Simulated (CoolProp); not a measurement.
A single-stage vapour-compression cycle with cyclopropane: evaporating at 317.15 K (dew point), condensing at 370.15 K (bubble point), superheat 10 K, subcooling 8 K, compressor efficiency 0.9, no pressure losses. Each further row changes one setting.

The numbers come from the reference Helmholtz-energy equation of state, Polt 1992 in CoolProp. This equation is an older, rougher fit; its heat capacities, sound speeds and derivatives of the liquid may be far off and weren't checked against measurements.

```tsv
case	cooling COP	pressure ratio	discharge temperature (K)	refrigerating effect (kJ/kg)	volumetric capacity (kJ/m³)
as stated	4.06	2.96	391.3	270	5810
evaporating temperature 322.15 K	4.65	2.63	390.0	274	6630
condensing temperature 365.15 K	4.67	2.70	385.6	285	6130
subcooling 13 K	4.29	2.96	391.3	286	6140
superheat 20 K	4.11	2.96	399.9	288	5890
compressor efficiency 0.8	3.61	2.96	394.5	270	5810
```
